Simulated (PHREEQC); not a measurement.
1 kg of water holding 0.053 mol/kgw NaCl, 0.18 mol/kgw Na2CO3 and 0.025 mol/kgw Na2SO4 is evaporated at 25 °C; the solids stay in contact with the brine. No CO2 enters from the air. Solids allowed: Burkeite, Halite, Mirabilite, Nahcolite, Natron, Thenardite, Trona. Others were left out.

Equilibrium calculation in PHREEQC: Pitzer model, pitzer.dat.

| water left (kg) | ionic strength | water activity | Natron (mol) | Halite (mol) | Burkeite (mol) | Cl in solution (mol/kgw) | S in solution (mol/kgw) | pH |
|---|---|---|---|---|---|---|---|---|
| 1 | 0.664 | 0.990 | 0 | 0 | 0 | 0.0530 | 0.0250 | 11.39 |
| 0.8219 | 0.809 | 0.988 | 0 | 0 | 0 | 0.0645 | 0.0304 | 11.42 |
| 0.5552 | 1.20 | 0.982 | 0 | 0 | 0 | 0.0955 | 0.0450 | 11.48 |
| 0.4563 | 1.46 | 0.979 | 0 | 0 | 0 | 0.116 | 0.0548 | 11.51 |
| 0.3083 | 2.16 | 0.970 | 0 | 0 | 0 | 0.172 | 0.0811 | 11.57 |
| 0.2534 | 2.63 | 0.964 | 0 | 0 | 0 | 0.209 | 0.0987 | 11.60 |
| 0.2083 | 3.20 | 0.956 | 0 | 0 | 0 | 0.254 | 0.120 | 11.64 |
| 0.1407 | 4.74 | 0.935 | 0 | 0 | 0 | 0.377 | 0.178 | 11.72 |
| 0.1157 | 5.77 | 0.920 | 0 | 0 | 0 | 0.458 | 0.216 | 11.77 |
| 0.07814 | 8.54 | 0.874 | 0 | 0 | 0 | 0.678 | 0.320 | 11.89 |
| 0.05851 | 9.78 | 0.847 | 0.0318 | 0 | 0 | 0.906 | 0.427 | 11.91 |
| 0.02348 | 11.8 | 0.759 | 0.111 | 0 | 0.00642 | 2.26 | 0.518 | 11.88 |
| 0.01177 | 12.8 | 0.698 | 0.133 | 0.0151 | 0.0115 | 3.22 | 0.177 | 11.89 |

Natron from water left = 0.05851 kg (pH 11.91); Burkeite from water left = 0.02348 kg (pH 11.88); Halite from water left = 0.01177 kg (pH 11.89).

Species that the database lacks are ignored.
